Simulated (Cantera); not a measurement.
Source: NASA polynomial tables (part measured, part estimated), evaluated in Cantera. Values are per mole of reaction as written; species without (g) are pure solids or liquids, kept so even where they would boil at 1 bar.

**Question.** Between 1898 and 2248 K, where is each reaction favourable under standard conditions?
- 5 ZrO2 + 4 NH3(g) ⇌ 4 NO(g) + 5 Zr + 6 H2O(g)

**Answer.** 
- 5 ZrO2 + 4 NH3(g) ⇌ 4 NO(g) + 5 Zr + 6 H2O(g): ΔG° is 2481 kJ at 1898 K and 2106 kJ at 2248 K; it stays positive (K < 1). ΔH° is 4582 kJ and ΔS° 1101 J/K at 2248 K.
